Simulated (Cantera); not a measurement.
Source: NASA polynomial tables (part measured, part estimated), evaluated in Cantera. Values are per mole of reaction as written; species without (g) are pure solids or liquids, kept so even where they would boil at 1 bar.

a) 1.333 Ti + O2(g) = 0.6667 Ti2O3
b) 0.8 Ta + O2(g) = 0.4 Ta2O5
c) 4 Li + O2(g) = 2 Li2O
d) Zr + O2(g) = ZrO2(g)
e) Nb + O2(g) = NbO2
f) 1.2 Ti + O2(g) = 0.4 Ti3O5
g) 4 Al + O2(g) = 2 Al2O(g)

Question: Order these by ΔG° at 725 K, most negative first.

Answer: c (-1009 kJ), a (-876 kJ), f (-851 kJ), b (-689 kJ), e (-661 kJ), g (-420 kJ), d (-306 kJ)
